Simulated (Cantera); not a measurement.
**Adiabatic ignition**

An adiabatic, constant-volume homogeneous reactor starts with C3H8 : O2 : N2 = 1 : 5.62 : 21.1 (molar parts), at 1625 K and 100000 Pa.

Model: GRI-Mech 3.0 (53 species, 325 reactions), integrated in Cantera. GRI-Mech 3.0 was tuned for natural gas; its chemistry of propane as a main component is partial and can be far from experiment.

| t (s) | T (K) | P (bar) | x C3H8 | x O2 | x C2H6 | x C2H4 | x C2H2 |
|---|---|---|---|---|---|---|---|
| 3.00e-6 | 1611 | 0.994 | 0.0340 | 0.202 | 2.86e-5 | 0.00160 | 8.11e-7 |
| 8.23e-6 | 1602 | 0.995 | 0.0286 | 0.199 | 0.000519 | 0.00667 | 2.17e-5 |
| 2.26e-5 | 1755 | 1.13 | 0.00529 | 0.167 | 0.00129 | 0.0227 | 0.00122 |
| 6.20e-5 | 2818 | 1.91 | <1e-12 | 0.0422 | <1e-12 | <1e-12 | <1e-12 |
| 0.000170 | 2939 | 1.98 | <1e-12 | 0.0388 | <1e-12 | <1e-12 | <1e-12 |
| 0.000468 | 2932 | 1.97 | <1e-12 | 0.0359 | <1e-12 | <1e-12 | <1e-12 |
| 0.00128 | 2928 | 1.97 | <1e-12 | 0.0343 | <1e-12 | <1e-12 | <1e-12 |
| 0.00352 | 2927 | 1.97 | <1e-12 | 0.0343 | <1e-12 | <1e-12 | <1e-12 |
| 0.00967 | 2927 | 1.97 | <1e-12 | 0.0343 | <1e-12 | <1e-12 | <1e-12 |
| 0.0265 | 2927 | 1.97 | <1e-12 | 0.0343 | <1e-12 | <1e-12 | <1e-12 |
| 0.0729 | 2927 | 1.97 | <1e-12 | 0.0343 | <1e-12 | <1e-12 | <1e-12 |
| 0.200 | 2927 | 1.97 | <1e-12 | 0.0343 | <1e-12 | <1e-12 | <1e-12 |
x: mole fraction; the columns are a selection and need not sum to one.

```json
{
  "time_of_steepest_temperature_rise": "27.5 µs",
  "temperature at 0.200 s": "2927 K",
  "equilibrium_temperature": "2927 K",
  "x(C3H8) at 0.200 s": "<1e-12 (gas-phase equilibrium <1e-12)",
  "x(O2) at 0.200 s": "0.0343 (gas-phase equilibrium 0.0343)",
  "x(C2H6) at 0.200 s": "<1e-12 (gas-phase equilibrium <1e-12)"
}
```
